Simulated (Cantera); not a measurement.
Adiabatic ignition

An adiabatic, constant-pressure homogeneous reactor starts with 9.88 % CH₄, 13.7 % O₂, 76.4 % N₂, equivalence ratio 1.4, at 1750 K and 660 Torr.

Cantera simulation using GRI-Mech 3.0 (53 species, 325 reactions); the numbers are that mechanism's predictions, not measurements.

```csv
t (s),T (K),x CH₄,x O₂,x H₂,x N₂O,x C₂H₆,x O,x HCN
3.00e-6,1750,0.0988,0.137,4.00e-6,1.41e-11,1.16e-9,1.52e-7,<1e-12
1.15e-5,1750,0.0987,0.137,1.74e-5,1.37e-10,8.31e-8,2.34e-7,<1e-12
4.38e-5,1749,0.0984,0.137,9.85e-5,1.30e-9,6.31e-6,7.05e-7,<1e-12
0.000168,1771,0.0882,0.131,0.00406,1.78e-8,0.000612,1.09e-5,4.69e-10
0.000641,2653,<1e-12,0.00215,0.0494,8.37e-8,<1e-12,0.00217,1.50e-9
0.00245,2695,<1e-12,0.00144,0.0496,1.09e-7,<1e-12,0.00144,6.65e-9
0.00936,2691,<1e-12,0.00138,0.0500,1.20e-7,<1e-12,0.00138,9.29e-9
0.0358,2691,<1e-12,0.00137,0.0500,1.20e-7,<1e-12,0.00138,9.35e-9
0.137,2691,<1e-12,0.00137,0.0500,1.20e-7,<1e-12,0.00138,9.35e-9
0.523,2691,<1e-12,0.00137,0.0500,1.20e-7,<1e-12,0.00138,9.35e-9
2.00,2691,<1e-12,0.00137,0.0500,1.20e-7,<1e-12,0.00138,9.35e-9
```
x: mole fraction; the columns are a selection and need not sum to one.

```json
{
  "time_of_steepest_temperature_rise": "0.242 ms",
  "temperature at 2.00 s": "2691 K",
  "equilibrium_temperature": "2691 K",
  "x(CH₄) at 2.00 s": "<1e-12 (gas-phase equilibrium <1e-12)",
  "x(O₂) at 2.00 s": "0.00137 (gas-phase equilibrium 0.00137)",
  "x(H₂) at 2.00 s": "0.0500 (gas-phase equilibrium 0.0500)"
}
```
